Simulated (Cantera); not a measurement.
An isothermal, constant-pressure homogeneous reactor starts with H₂ : O₂ = 0.032 : 1 (molar parts), at 950 K and 20.0 Torr.

Cantera simulation using GRI-Mech 3.0 (53 species, 325 reactions); the numbers are that mechanism's predictions, not measurements. Radical loss at walls, strong at low pressure, is not modelled.

x: mole fraction; the columns are a selection and need not sum to one.

```tsv
t (s)	x H₂	x O₂	x H₂O₂	x H	x H₂O	x O
2.00e-6	0.0310	0.969	<1e-12	<1e-12	<1e-12	<1e-12
8.76e-6	0.0310	0.969	<1e-12	1.16e-12	<1e-12	<1e-12
3.84e-5	0.0310	0.969	<1e-12	4.46e-12	<1e-12	<1e-12
0.000168	0.0310	0.969	<1e-12	1.59e-11	6.99e-12	1.36e-11
0.000737	0.0310	0.969	<1e-12	1.53e-10	3.68e-10	2.98e-10
0.00323	0.0310	0.969	9.39e-12	5.95e-7	1.95e-6	?
0.0141	0.000514	0.965	2.23e-7	0.000576	0.0304	?
0.0620	2.31e-5	0.968	8.50e-8	5.25e-6	0.0314	?
0.271	1.58e-6	0.968	3.61e-8	8.75e-8	0.0315	?
1.19	7.99e-8	0.969	1.06e-8	2.44e-9	0.0315	?
5.21	3.99e-9	0.969	2.66e-9	1.23e-10	0.0315	?
22.8	5.21e-10	0.969	6.60e-10	9.26e-12	0.0315	?
100	9.66e-11	0.969	1.60e-10	<1e-12	0.0315	?
```

Q: What belongs in the gaps?

A: 
- 0.00323, x O: 1.27e-6
- 0.0141, x O: 0.00289
- 0.0620, x O: 0.000175
- 0.271, x O: 1.14e-5
- 1.19, x O: 1.03e-6
- 5.21, x O: 1.42e-7
- 22.8, x O: 2.53e-8
- 100, x O: 5.13e-9
